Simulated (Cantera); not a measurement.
A perfectly stirred reactor is fed with H2 : O2 : N2 : NO = 1 : 0.833 : 3.13 : 0.017 (molar parts), at 2.20 bar; it is adiabatic with a 425 K inlet, and is followed from long to short residence time, starting on the burning branch (τ in s: 0.045, 0.025, 0.014, 0.008, 0.0045, 0.0025, 0.0014, 0.0008, 0.00045, 0.00025, 0.00014, 8e-05).

Computed with Cantera and GRI-Mech 3.0 (53 species, 325 reactions). The hydrogen kinetics of GRI-Mech 3.0 are dated; newer H2 mechanisms differ, most at raised pressure. The mechanism lacks 2 NO + O2 → 2 NO2 and HONO, so NO2 and the effect of NO are under-described below about 1400 K.

**Question.** Predict: blow-out, bracketed by the residence times tried; x(H2) at τ = 45.0 ms; x(O2) at τ = 45.0 ms; x(NO) at τ = 45.0 ms; x(H) at τ = 45.0 ms; x(O) at τ = 45.0 ms; x(H2) at τ = 1.40 ms; x(O2) at τ = 1.40 ms; x(NO) at τ = 1.40 ms; x(H) at τ = 1.40 ms; x(O) at τ = 1.40 ms.

**Answer.** 
| Property | Result |
|---|---|
| blow-out, bracketed by the residence times tried | burning at 80.0 µs, the shortest tried |
| x(H2) at τ = 45.0 ms | 0.000223 |
| x(O2) at τ = 45.0 ms | 0.0738 |
| x(NO) at τ = 45.0 ms | 0.00378 |
| x(H) at τ = 45.0 ms | 1.96e-5 |
| x(O) at τ = 45.0 ms | 0.000141 |
| x(H2) at τ = 1.40 ms | 0.00180 |
| x(O2) at τ = 1.40 ms | 0.0733 |
| x(NO) at τ = 1.40 ms | 0.00377 |
| x(H) at τ = 1.40 ms | 0.000424 |
| x(O) at τ = 1.40 ms | 0.00106 |
